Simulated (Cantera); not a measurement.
Moist CO burnout

An isothermal, constant-pressure homogeneous reactor starts with CO : O2 : H2O : N2 = 0.0054 : 0.095 : 0.034 : 1 (molar parts), equivalence ratio 0.028, at 1000 K and 3750 Torr.

Model: GRI-Mech 3.0 (53 species, 325 reactions), integrated in Cantera.

| t (s) | x CO | x O2 | x H2O | x N2O | x NO |
|---|---|---|---|---|---|
| 2.00e-5 | 0.00476 | 0.0837 | 0.0300 | <1e-12 | <1e-12 |
| 7.17e-5 | 0.00476 | 0.0837 | 0.0300 | <1e-12 | <1e-12 |
| 0.000257 | 0.00476 | 0.0837 | 0.0300 | <1e-12 | <1e-12 |
| 0.000921 | 0.00476 | 0.0837 | 0.0300 | <1e-12 | <1e-12 |
| 0.00330 | 0.00476 | 0.0837 | 0.0300 | 3.79e-12 | <1e-12 |
| 0.0118 | 0.00476 | 0.0837 | 0.0300 | 2.08e-11 | <1e-12 |
| 0.0424 | 0.00475 | 0.0837 | 0.0300 | 3.22e-10 | <1e-12 |
| 0.152 | 0.00444 | 0.0836 | 0.0300 | 7.64e-9 | <1e-12 |
| 0.545 | 0.00332 | 0.0831 | 0.0300 | 3.48e-8 | <1e-12 |
| 1.95 | 0.00149 | 0.0822 | 0.0300 | 8.74e-8 | 1.02e-12 |
| 7.00 | 0.000346 | 0.0817 | 0.0300 | 1.26e-7 | 1.12e-12 |
x: mole fraction; the columns are a selection and need not sum to one.

Equilibrium at this temperature and pressure: CO <1e-12, O2 0.0815, H2O 0.0300, N2O 4.04e-9, NO 2.08e-5 (gas phase only).
